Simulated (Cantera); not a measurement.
## NO annealing gas

An isothermal, constant-pressure homogeneous reactor starts with 30.3 % NO, 69.7 % N2, at 2048 K and 54.0 Torr.

Model: GRI-Mech 3.0 (53 species, 325 reactions), integrated in Cantera.

```tsv
t (s)	x NO	x O	x O2	x N2O	x N2	x NO2
6.00e-5	0.303	6.50e-7	8.13e-10	6.43e-7	0.697	2.34e-9
0.000228	0.303	2.50e-6	1.18e-8	2.40e-6	0.697	3.12e-8
0.000868	0.303	9.94e-6	1.77e-7	8.45e-6	0.697	3.47e-7
0.00330	0.303	4.36e-5	3.04e-6	2.44e-5	0.697	2.62e-6
0.0126	0.303	0.000181	6.39e-5	4.06e-5	0.697	1.15e-5
0.0478	0.301	0.000319	0.000760	3.97e-5	0.698	1.90e-5
0.182	0.295	0.000381	0.00396	3.73e-5	0.701	2.35e-5
0.691	0.267	0.000565	0.0175	2.91e-5	0.715	3.47e-5
2.63	0.163	0.000981	0.0695	9.70e-6	0.767	4.00e-5
10.0	0.0244	0.00134	0.139	2.94e-7	0.836	8.47e-6
```
x: mole fraction; the columns are a selection and need not sum to one.

Equilibrium at this temperature and pressure: NO 0.00757, O 0.00138, O2 0.147, N2O 1.18e-7, N2 0.844, NO2 2.71e-6 (gas phase only).
